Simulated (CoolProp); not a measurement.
Properties of hydrogen chloride along the isobar 39.4 MPa.

The numbers come from the reference Helmholtz-energy equation of state, Thol 2018 in CoolProp.

```tsv
T (K)	phase	density (kg/m³)	cp (kJ/(kg K))	speed of sound (m/s)	expansivity (1/kK)	fugacity coefficient
277.6	liquid	1031	1.614	912.5	2.352	0.1046
283.8	liquid	1016	?	890.3	?	0.1182
290	liquid	1001	1.629	868.3	2.501	?
296.2	liquid	?	1.638	846.6	2.583	0.1478
302.5	liquid	969.1	1.647	824.6	2.670	0.1641
308.7	liquid	952.9	1.657	803.3	2.762	0.1808
314.9	liquid	936.4	1.667	782.2	2.858	0.1981
321.1	liquid	919.7	1.679	761.4	2.960	0.2161
327.3	supercritical	902.7	1.691	741.0	3.067	0.2345
333.5	supercritical	?	1.703	720.9	3.180	0.2535
339.8	supercritical	867.5	1.716	701.0	3.301	0.2731
346	supercritical	849.6	1.730	681.9	3.425	?
352.2	supercritical	831.4	1.744	663.3	3.553	0.3125
```

Task: What belongs in the gaps?

Result: 
- 283.8, cp (kJ/(kg K)): 1.621
- 283.8, expansivity (1/kK): 2.425
- 290, fugacity coefficient: 0.1326
- 296.2, density (kg/m³): 985.2
- 333.5, density (kg/m³): 885.4
- 346, fugacity coefficient: 0.2927
